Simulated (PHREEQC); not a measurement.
# Acid mine or pickling water (model solution)

A made-up water analysis in mg/kgw, 25 °C, pH 1.83, pe 8.8:

```json
[
 {"constituent": "Na", "mg/kgw": "400"},
 {"constituent": "K", "mg/kgw": "42.1"},
 {"constituent": "Ca", "mg/kgw": "397"},
 {"constituent": "Mg", "mg/kgw": "248"},
 {"constituent": "Cl", "mg/kgw": "832"},
 {"constituent": "S(6) as SO4", "mg/kgw": "3110"},
 {"constituent": "O(0) (dissolved oxygen)", "mg/kgw": "0.892"},
 {"constituent": "Mn(2)", "mg/kgw": "79.7"}
]
```

Na is adjusted to close the charge balance.
Valence states are taken as typed.

The numbers come from PHREEQC with the ion-association model, phreeqc.dat.

No solid was allowed to form.

What ionic strength, density does the model give?

ionic strength 0.0927 mol/kgw; density 1.001 g/cm³.

In which forms is K present?

K+ 96 %, KSO4- 3.7 % of the K.
